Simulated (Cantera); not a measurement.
Input: 1 mol CuF2, 0.28 mol H2O, 79 mol H2, held at 9.90 mbar.

Method: chemical equilibrium by Gibbs-energy minimisation in Cantera with the NASA 1993 tables (ideal gas, pure condensed phases). Candidate condensed phases: Cu, CuF2, CuO, Cu(OH)2, Cu2O, H2O; 27 gas species. Rates play no part.

### Question
Which condensed phases are stable at each of these points (T (°C)): 625, 725, 825, 925, 1025, 1125, 1225, 1325, 1425, 1525, 1625, 1725, 1825, 1925?

### Answer
```csv
T (°C),condensed phases,Cu condensed (%)
625,Cu(s),100.0
725,Cu(s),100.0
825,Cu(s),100.0
925,Cu(s),100.0
1025,Cu(s),99.9
1125,Cu(l),98.9
1225,Cu(l),93.5
1325,Cu(l),68.4
1425,gas only,0.0
1525,gas only,0.0
1625,gas only,0.0
1725,gas only,0.0
1825,gas only,0.0
1925,gas only,0.0
```

From 625 °C to 1025 °C the condensed part is Cu(s). From 1125 °C to 1325 °C the condensed part is Cu(l). From 1425 °C to 1925 °C nothing is condensed.
